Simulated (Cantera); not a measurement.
**Thermodynamics of silicon etching in halogen gases, feed Si + HCl + N₂**

Charge: 1 mol Si, a varied amount of HCl, 8 mol N₂, at 3.10e-5 bar.

Equilibrium computed with Cantera from the NASA thermochemical tables; the gas is ideal and each condensed phase is pure. Candidate condensed phases: NH₄Cl, Si, Si₃N₄; 28 gas species. N₂ is the only nitrogen source here; it is nearly inert below about 1500 K, so the nitride shown seldom forms there in practice. The tables' values for SiCl₃ are old estimates. Equilibrium is a limit: real reactors are often held back by kinetics, nucleation or transport.

Q: Map the stable condensed phases over T = 400, 500, 600, 700, 800, 900, 1000, 1100, 1200, 1300, 1400, 1500 °C and n(HCl) in mol = 3.6, 4.2, 4.8, 5.5, 6.3, 7.2, 8.3, 9.5, 11, 13, 14, 17, 19.

A: 
```
T in °C \ n(HCl) in mol
         3.6 4.2 4.8 5.5 6.3 7.2 8.3 9.5  11  13  14  17  19
   1500    A   A   A   A   A   A   A   A   A   A   A   A   A
   1400    A   A   A   A   A   A   A   A   A   A   A   A   A
   1300    A   A   A   A   A   A   A   A   A   A   A   A   A
   1200    A   A   A   A   A   A   A   A   A   A   A   A   A
   1100    A   A   A   A   A   A   A   A   A   A   A   A   A
   1000    B   B   A   A   A   A   A   A   A   A   A   A   A
    900    B   B   B   B   B   B   B   A   A   A   A   A   A
    800    B   B   B   B   B   B   B   B   B   A   A   A   A
    700    B   B   B   B   B   B   B   B   B   A   A   A   A
    600    B   B   B   B   B   B   B   B   B   A   A   A   A
    500    B   B   B   B   B   B   B   B   A   A   A   A   A
    400    B   B   B   B   B   B   B   A   A   A   A   A   A
```
A: gas only; B: Si₃N₄.
